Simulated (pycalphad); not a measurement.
Freezing of Si-C alloys with rising C

All values are pycalphad results on the COST 507 light-alloy database (1999) (1 atm), not direct measurements. The data set is of 1999 and partly superseded. Phase fractions are per mole of atoms.

Scheil-Gulliver runs (no diffusion in the solid, steps of 4 K) beside full equilibrium.

```json
[
 {"alloy": "Si-0.18C (at.%)", "liquidus (K)": "2177", "Scheil, half solid (K)": "at the invariant end", "Scheil, 80 % solid (K)": "at the invariant end", "Scheil, invariant end (K)": "1687", "liquid left at that end": "1.00", "equilibrium solidus (K)": "1687"},
 {"alloy": "Si-0.36C (at.%)", "liquidus (K)": "2285", "Scheil, half solid (K)": "at the invariant end", "Scheil, 80 % solid (K)": "at the invariant end", "Scheil, invariant end (K)": "1687", "liquid left at that end": "0.99", "equilibrium solidus (K)": "1687"},
 {"alloy": "Si-0.53C (at.%)", "liquidus (K)": "2350", "Scheil, half solid (K)": "at the invariant end", "Scheil, 80 % solid (K)": "at the invariant end", "Scheil, invariant end (K)": "1687", "liquid left at that end": "0.99", "equilibrium solidus (K)": "1687"},
 {"alloy": "Si-0.71C (at.%)", "liquidus (K)": "2402", "Scheil, half solid (K)": "at the invariant end", "Scheil, 80 % solid (K)": "at the invariant end", "Scheil, invariant end (K)": "1687", "liquid left at that end": "0.99", "equilibrium solidus (K)": "1687"},
 {"alloy": "Si-1.06C (at.%)", "liquidus (K)": "2476", "Scheil, half solid (K)": "at the invariant end", "Scheil, 80 % solid (K)": "at the invariant end", "Scheil, invariant end (K)": "1687", "liquid left at that end": "0.98", "equilibrium solidus (K)": "1687"},
 {"alloy": "Si-1.42C (at.%)", "liquidus (K)": "2532", "Scheil, half solid (K)": "at the invariant end", "Scheil, 80 % solid (K)": "at the invariant end", "Scheil, invariant end (K)": "1687", "liquid left at that end": "0.97", "equilibrium solidus (K)": "1687"}
]
```
